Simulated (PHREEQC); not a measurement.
A column of 0.2 m (30 cells, dispersivity 0.007 m, 300 s a shift, diffusion coefficient 3e-10 m²/s) holds 0.21 eq of the database's cation exchanger X per kg of pore water, first in equilibrium with 0.0024 mol CdCl2, 0.001 mol MgCl2 and 1e-05 mol HCl per kg of water. It is flushed with 0.014 mol/kgw MgSO4, 0.037 mol/kgw Na2SO4 and 1e-05 mol/kgw HCl, at 25 °C. Values are for the last cell. No CO2 enters from the air. No solid was allowed to form.

Base run: PHREEQC, ion-association model, phreeqc.dat. Each further column changes one thing. The table gives Na in solution (mol/kgw).

```csv
pore volumes,base,exchange capacity from 0.21 to 0.1 eq/kgw,dispersivity from 0.007 to 0.014 m
0,0,0,0
0.7167,2.23e-5,…,0.000556
1.65,0.0336,0.0541,0.0362
2.35,0.0562,0.0689,…
3.05,0.0661,…,0.0646
3.983,0.0711,0.0736,0.0699
4.683,0.0724,…,…
5.383,0.0730,0.0739,0.0726
6.317,0.0734,0.0740,…
7.017,0.0736,0.0740,0.0735
```

### Question
Some entries are withheld; supply them.

### Answer

- 0.7167, exchange capacity from 0.21 to 0.1 eq/kgw: 0.000496
- 2.35, dispersivity from 0.007 to 0.014 m: 0.0555
- 3.05, exchange capacity from 0.21 to 0.1 eq/kgw: 0.0725
- 4.683, exchange capacity from 0.21 to 0.1 eq/kgw: 0.0738
- 4.683, dispersivity from 0.007 to 0.014 m: 0.0717
- 6.317, dispersivity from 0.007 to 0.014 m: 0.0732
